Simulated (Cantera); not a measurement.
An adiabatic, constant-volume homogeneous reactor starts with CO : H2 : CH4 : O2 : N2 = 1 : 0.62 : 0.082 : 0.609 : 4.93 (molar parts), at 1325 K and 0.950 bar.

Computed with Cantera and GRI-Mech 3.0 (53 species, 325 reactions).

**Question.** Predict: time of steepest temperature rise; temperature at 0.600 s; equilibrium temperature; x(CO) at 0.600 s; x(H2) at 0.600 s; x(H) at 0.600 s; x(HO2) at 0.600 s; x(HCN) at 0.600 s.

**Answer.** 
* **time of steepest temperature rise**: 76.0 µs
* **temperature at 0.600 s**: 2615 K
* **equilibrium temperature**: 2615 K
* **x(CO) at 0.600 s**: 0.0924 (gas-phase equilibrium 0.0924)
* **x(H2) at 0.600 s**: 0.0196 (gas-phase equilibrium 0.0196)
* **x(H) at 0.600 s**: 0.00432 (gas-phase equilibrium 0.00432)
* **x(HO2) at 0.600 s**: 4.46e-7 (gas-phase equilibrium 4.46e-7)
* **x(HCN) at 0.600 s**: 8.74e-9 (gas-phase equilibrium 8.74e-9)
